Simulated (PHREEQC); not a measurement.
A made-up water analysis in mg/kgw, 20 °C, pH 5.98, pe 0.8:

```json
[
 {"constituent": "Na", "mg/kgw": "0.749"},
 {"constituent": "K", "mg/kgw": "0.045"},
 {"constituent": "Ca", "mg/kgw": "0.177"},
 {"constituent": "Mg", "mg/kgw": "0.0462"},
 {"constituent": "Cl", "mg/kgw": "0.493"},
 {"constituent": "S(6) as SO4", "mg/kgw": "0.845"},
 {"constituent": "Alkalinity as HCO3", "mg/kgw": "0.875"},
 {"constituent": "Si as SiO2", "mg/kgw": "0.00064"},
 {"constituent": "N(-3) as NH4", "mg/kgw": "0.000961"},
 {"constituent": "Br", "mg/kgw": "0.00109"},
 {"constituent": "B", "mg/kgw": "0.00378"}
]
```

Valence states are taken as typed.

All values are PHREEQC results (ion-association model, phreeqc.dat), not measurements.

```csv
quantity,before,after
CaSO4 (mol/kgw),6.17e-9,2.39e-8
MgSO4 (mol/kgw),3.19e-9,1.23e-8
NaSO4- (mol/kgw),1.34e-9,5.28e-9
SI of Quartz (SiO2),-3.92,-3.62
```

Q: Which change was made?
A) pH from 5.98 to 5.5 at the same alkalinity
B) temperature from 20 to 15 °C at the same typed pH
C) Cl from 0.493 to 1.48 mg/kgw
D) Cl from 0.493 to 0.246 mg/kgw
E) all concentrations times 2 at the same typed pH

A: E, all concentrations times 2 at the same typed pH

No solid was allowed to form.
